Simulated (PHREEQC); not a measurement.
A made-up water analysis in mg/L, 70 °C, pH 6.18, pe -1.6:

```tsv
constituent	mg/L
Na	0.00377
K	0.00263
Ca	0.0151
Mg	0.00102
Cl	0.00233
S(6) as SO4	0.000685
Alkalinity as HCO3	0.0631
Br	0.00159
Fe(2)	2.58e-05
```

Valence states are taken as typed.

All values are PHREEQC results (ion-association model, phreeqc.dat), not measurements.

Precipitation was switched off in this run.

Q: Estimate the ionic strength, charge-balance error.

A: ionic strength 2.19e-6 mol/kgw; charge-balance error -1.8 %.

Q: In which forms is C present?

A: CO2 57 %, HCO3- 43 % of the C.

Away from 25 °C the constants follow the database's enthalpies or fits; those with neither stay at their 25 °C values.
